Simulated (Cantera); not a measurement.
Cantera run:

```python
import numpy as np
import cantera as ct

gas_names = """
    C CO COS CO2 CS CS2 C2 C2O C3 C3O2 C4 C5 Fe FeC5O5 FeO O O2 O3 S SO SO2 SO3 S2 S2O S8
""".split()
cond_names = """
    C(gr) Fe(a) Fe(c) Fe(d) Fe(L) FeC5O5(L) FeO(s) FeO(L) FeS(a) FeS(b) FeS(c) FeS(L) FeSO4(s) FeS2(s)
    Fe2O3(s) Fe2S3O12(s) Fe3O4(s) S(cr1) S(cr2) S(L)
""".split()


# ... load() reads the species with a 1 bar reference pressure and builds the phases ...
atoms = {
    'FeS': {'Fe': 1, 'S': 1},
    'SO3': {'S': 1, 'O': 3},
    'CO2': {'C': 1, 'O': 2},
}
top_T = {'C(gr)': 4500, 'FeSO4(s)': 950, 'FeS2(s)': 1010, 'Fe2O3(s)': 1830, 'Fe2S3O12(s)': 1100, 'Fe3O4(s)': 1870}  # K; cautious upper limits of use, not melting points


# ... equilibrate(T, P, feed) seeds the gas with the atoms and calls Mixture.equilibrate('TP', solver="vcs", rtol=1e-11, max_steps=5000) ...
results = []
feed = {'FeS': 1, 'SO3': 1.8, 'CO2': 0.64}  # mol
P = 10000  # Pa
for T in [773, 848, 923, 998, 1073, 1148, 1223, 1298, 1373, 1448, 1523, 1598, 1673]:
    mix = equilibrate(T, P, feed)
    results.append((T, P, feed, dict(zip(mix.species_names, mix.species_moles))))

top = {s: max(r[3][s] / sum(r[3][g] for g in gas_names) for r in results) for s in gas_names}
cols = sorted((s for s in top if top[s] > 1e-05), key=lambda s: -top[s])[:7]
seen = [c for c in cond_names if any(r[3].get(c, 0) > 1e-12 for r in results)]
print("log10 of partial pressures in bar; condensed amounts in mol")
print(f"{'T/K':>10s}" + "".join(f"{s[:9]:>10s}" for s in cols + seen))
for T, P, feed, n in results:
    ng = sum(n[g] for g in gas_names)
    print(f"{T:10.4g}" + "".join(f"{np.log10(max(n[s] / ng * P / 1e5, 1e-99)):10.3f}" for s in cols)
          + "".join(f"{n.get(c, 0):10.4g}" for c in seen))
```

It prints:

```
log10 of partial pressures in bar; condensed amounts in mol
       T/K       SO2       CO2        S2        CO        SO       S2O       COS    FeO(s)    FeO(L)    FeS(c)   FeS2(s)  Fe3O4(s)
       773    -1.111    -1.651    -3.673    -6.259    -7.521    -4.484    -6.070         0         0         0    0.2824    0.2392
       848    -1.117    -1.654    -2.901    -5.455    -6.604    -3.932    -5.424         0         0         0    0.2584    0.2472
       923    -1.117    -1.670    -2.676    -4.904    -5.939    -3.783    -5.215         0         0    0.3795         0    0.2068
       998    -1.123    -1.672    -2.513    -4.428    -5.383    -3.680    -5.043         0         0    0.3433         0    0.2189
      1073    -1.130    -1.674    -2.373    -4.021    -4.907    -3.593    -4.895         0         0    0.2991         0    0.2336
      1148    -1.138    -1.678    -2.253    -3.668    -4.494    -3.519    -4.767         0         0    0.2472         0    0.2509
      1223    -1.147    -1.684    -2.150    -3.362    -4.134    -3.457    -4.658         0         0    0.1879         0    0.2707
      1298    -1.157    -1.694    -2.060    -3.096    -3.817    -3.404    -4.567         0         0    0.1221         0    0.2926
      1373    -1.154    -1.720    -2.054    -2.901    -3.547    -3.406    -4.563         1         0         0         0         0
      1448    -1.153    -1.736    -2.065    -2.722    -3.310    -3.422    -4.564         1         0         0         0         0
      1523    -1.153    -1.757    -2.080    -2.570    -3.099    -3.440    -4.574         1         0         0         0         0
      1598    -1.153    -1.783    -2.100    -2.440    -2.908    -3.461    -4.595         1         0         0         0         0
      1673    -1.153    -1.813    -2.124    -2.331    -2.737    -3.486    -4.625         0         1         0         0         0
```

Method: chemical equilibrium by Gibbs-energy minimisation in Cantera with the NASA 1993 tables (ideal gas, pure condensed phases). Mutual solubility and eutectic melting of coexisting phases are not modelled. The tables' stoichiometric FeO is somewhat more stable than real wüstite, so its field is too wide. FeO, FeS: taken at fixed stoichiometry. Gases not in the tables: S3 to S7.
